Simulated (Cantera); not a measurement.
Transport properties of process gases

Gas mixture: 4.48 % N2, 39.9 % CH4, 34.5 % H2, 21.0 % C2H6, at 13300 Pa, frozen composition.

Cantera's kinetic-theory transport with the Lennard-Jones parameters of GRI-Mech 3.0, ideal gas; thermal conductivity in the mixture-averaged form. The composition is frozen, though it would react at the higher temperatures.

```tsv
T (K)	ρ (kg/m³)	cp (J/kg/K)	μ (µPa s)	λ (mW/m/K)	Pr	D (cm²/s) CH4	D (cm²/s) H2	D (cm²/s) N2
400	0.0589	2814	14.4	84.2	0.481	3.84	8.44	3.33
600	0.0392	3494	19.6	129	0.532	7.85	16.8	6.71
800	0.0294	4080	24.1	175	0.564	12.9	27.1	10.9
1000	0.0235	4569	28.2	220	0.585	18.8	39.4	15.9
1200	0.0196	4962	31.9	264	0.598	25.5	53.3	21.6
1400	0.0168	5280	35.3	307	0.606	33.1	68.8	28.0
1600	0.0147	5536	38.6	349	0.611	41.3	85.9	34.9
1800	0.0131	5743	41.7	390	0.614	50.3	104	42.5
```
D: mixture-averaged diffusion coefficient of that species in the mixture.
